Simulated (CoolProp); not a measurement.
Vapour-liquid equilibrium of ethanol (1) + toluene (2) at 0.0609 MPa; x and y are mole fractions of (1).

Model: multi-fluid Helmholtz-energy mixture model, Schroeder 2014 and Lemmon 2006; pair parameters Bell 2016, in CoolProp.

**Question.** Give the bubble temperature and the first vapour's composition at x = 0.05, 0.25, 0.45. Is there an azeotrope?

**Answer.** x = 0.05: 352.7 K, y = 0.392; x = 0.25: 339.2 K, y = 0.667; x = 0.45: 337.8 K, y = 0.699. y crosses x between x = 0.75 and 0.85: the model has an azeotrope there.

The pair parameters rest on a limited set of measurements; away from them the model extrapolates. With so large a gap from Raoult's law the liquid may split in two, which this calculation doesn't test in full.
